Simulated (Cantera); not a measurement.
Input: 1 mol AlN, a varied amount of O2, 4.9 mol N2, held at 1250 K and 0.000920 bar.

Method: chemical equilibrium by Gibbs-energy minimisation in Cantera with the NASA 1993 tables (ideal gas, pure condensed phases). Candidate condensed phases: Al, AlN, Al2O3; 16 gas species. Equilibrium is a limit: real reactors are often held back by kinetics, nucleation or transport.

**Question.** At 1.7 mol O2, list the 3 most abundant gas species with their mole fractions, and the condensed phases.

**Answer.** N2 0.850, O2 0.149, NO 0.000247. Condensed: Al2O3(s).
